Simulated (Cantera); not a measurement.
# Adiabatic ignition

An adiabatic, constant-volume homogeneous reactor starts with 13.8 % CO, 8.56 % H₂, 1.13 % CH₄, 8.41 % O₂, 68.1 % N₂, equivalence ratio 1.6, at 1200 K and 1.09 atm.

Detailed kinetics in Cantera: GRI-Mech 3.0 (53 species, 325 reactions).

```csv
t (s),T (K),P (bar),x CO,x H₂,x CH₄,x H,x HO₂,x HCN,x CH₂
2.00e-6,1200,1.10,0.138,0.0856,0.0113,1.77e-9,1.24e-9,<1e-12,<1e-12
6.29e-6,1200,1.10,0.138,0.0856,0.0113,8.67e-9,4.59e-9,<1e-12,<1e-12
1.98e-5,1200,1.10,0.138,0.0856,0.0113,7.53e-8,3.04e-8,<1e-12,<1e-12
6.23e-5,1200,1.10,0.138,0.0856,0.0113,1.27e-5,4.04e-6,<1e-12,3.56e-10
0.000196,2224,1.96,0.0960,0.0229,<1e-12,0.0184,2.59e-6,8.69e-11,<1e-12
0.000617,2539,2.20,0.0904,0.0193,<1e-12,0.00393,4.01e-7,2.07e-9,<1e-12
0.00194,2559,2.21,0.0901,0.0192,<1e-12,0.00303,2.57e-7,5.44e-9,<1e-12
0.00612,2555,2.21,0.0903,0.0193,<1e-12,0.00300,2.45e-7,8.68e-9,<1e-12
0.0192,2553,2.21,0.0904,0.0194,<1e-12,0.00298,2.40e-7,1.03e-8,<1e-12
0.0606,2553,2.21,0.0904,0.0194,<1e-12,0.00298,2.40e-7,1.03e-8,<1e-12
0.191,2553,2.21,0.0904,0.0194,<1e-12,0.00298,2.40e-7,1.03e-8,<1e-12
0.600,2553,2.21,0.0904,0.0194,<1e-12,0.00298,2.40e-7,1.03e-8,<1e-12
```
x: mole fraction; the columns are a selection and need not sum to one.

time of steepest temperature rise: 0.134 ms
temperature at 0.600 s: 2553 K
equilibrium temperature: 2553 K
x(CO) at 0.600 s: 0.0904 (gas-phase equilibrium 0.0904)
x(H₂) at 0.600 s: 0.0194 (gas-phase equilibrium 0.0194)
x(CH₄) at 0.600 s: <1e-12 (gas-phase equilibrium <1e-12)
